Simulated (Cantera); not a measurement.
## Stirred combustor or abatement burner

A perfectly stirred reactor is fed with 3.17 % C2H4, 19.4 % O2, 73.0 % N2, 4.44 % H2O, equivalence ratio 0.49, at 0.859 atm; it is adiabatic with a 525 K inlet, and is followed from long to short residence time, starting on the burning branch (τ in s: 0.024, 0.012, 0.0056, 0.0027, 0.0013, 0.00062, 0.0003, 0.00014, 7e-05, 3.4e-05, 1.6e-05, 7.8e-06, 3.8e-06).

Cantera simulation using GRI-Mech 3.0 (53 species, 325 reactions); the numbers are that mechanism's predictions, not measurements. GRI-Mech 3.0 was tuned for natural gas; its chemistry of ethylene as a main component is partial and can be far from experiment.

```csv
τ (s),T (K),x C2H4,x O2,x C2H2,x CH4,x HO2
0.024,1683,1.48e-5,0.0989,3.37e-6,1.64e-7,4.52e-6
0.012,1674,2.19e-5,0.0991,4.02e-6,2.41e-7,6.78e-6
0.0056,1659,3.38e-5,0.0994,4.90e-6,3.96e-7,1.04e-5
0.0027,1638,5.24e-5,0.0999,6.04e-6,7.15e-7,1.55e-5
0.0013,1608,8.47e-5,0.101,7.78e-6,1.50e-6,2.28e-5
0.00062,1562,0.000150,0.103,1.09e-5,3.82e-6,3.40e-5
0.00030,1494,0.000316,0.107,1.84e-5,1.28e-5,5.46e-5
0.00014,525,0.0317,0.194,<1e-12,<1e-12,<1e-12
7.0e-5,525,0.0317,0.194,<1e-12,<1e-12,<1e-12
3.4e-5,525,0.0317,0.194,<1e-12,<1e-12,<1e-12
1.6e-5,525,0.0317,0.194,<1e-12,<1e-12,<1e-12
7.8e-6,525,0.0317,0.194,<1e-12,<1e-12,<1e-12
3.8e-6,525,0.0317,0.194,<1e-12,<1e-12,<1e-12
```
x: mole fraction; the columns are a selection and need not sum to one.
